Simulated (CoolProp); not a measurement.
Vapour pressure (MPa) of ethylbenzene: the reference equation beside estimates from Tc = 617.1 K, pc = 3.622 MPa, ω = 0.304. Clausius-Clapeyron is anchored at 420.6 K with a constant enthalpy of vaporisation of 34.84 kJ/mol.

Values from CoolProp's reference Helmholtz-energy equation of state, Zhou 2012.

```
T (K)  reference  Clausius-Clapeyron  van der Waals  Soave-Redlich-Kwong
-----  ---------  ------------------  -------------  -------------------
383      0.04717             0.05110         0.3814              0.04665
388.3    0.05557             0.05933         0.4118              0.05504
393.7    0.06532             0.06879         0.4444              0.06478
399.1    0.07638             0.07945         0.4787              0.07586
404.5    0.08888             0.09141         0.5148              0.08839
409.9     0.1029              0.1048         0.5526               0.1025
415.3     0.1187              0.1197         0.5921               0.1184
420.6     0.1359              0.1359         0.6328               0.1357
426       0.1554              0.1542         0.6760               0.1554
431.4     0.1770              0.1744         0.7212               0.1773
436.8     0.2008              0.1967         0.7682               0.2014
442.2     0.2271              0.2211         0.8172               0.2281
447.6     0.2559              0.2479         0.8682               0.2574
453       0.2874              0.2771         0.9213               0.2895
```

Absolute difference from the reference over all 14 rows, mean and median: Clausius-Clapeyron 3.1 and 2.7 %, van der Waals 413.0 and 382.2 %, Soave-Redlich-Kwong 0.5 and 0.5 %.
